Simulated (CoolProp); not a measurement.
A single-stage vapour-compression cycle with carbonyl sulfide: evaporating at 324.15 K (dew point), condensing at 360.15 K (bubble point), superheat 5 K, subcooling 5 K, compressor efficiency 0.85, no pressure losses. Each further row changes one setting.

Model: reference Helmholtz-energy equation of state, Lemmon 2006, in CoolProp. It is a short technical equation, of lower accuracy than the large ones.

```
case                              cooling COP  pressure ratio  discharge temperature (K)  refrigerating effect (kJ/kg)  volumetric capacity (kJ/m³)
--------------------------------  -----------  --------------  -------------------------  ----------------------------  ---------------------------
as stated                                5.62            1.99                      389.7                           166                        11000
evaporating temperature 329.15 K         6.73            1.80                      386.0                           166                        12400
condensing temperature 355.15 K          6.84            1.82                      381.4                           175                        11600
subcooling 10 K                          5.95            1.99                      389.7                           176                        11700
superheat 15 K                           5.57            1.99                      400.6                           176                        11000
compressor efficiency 0.75               4.95            1.99                      393.0                           166                        11000
```
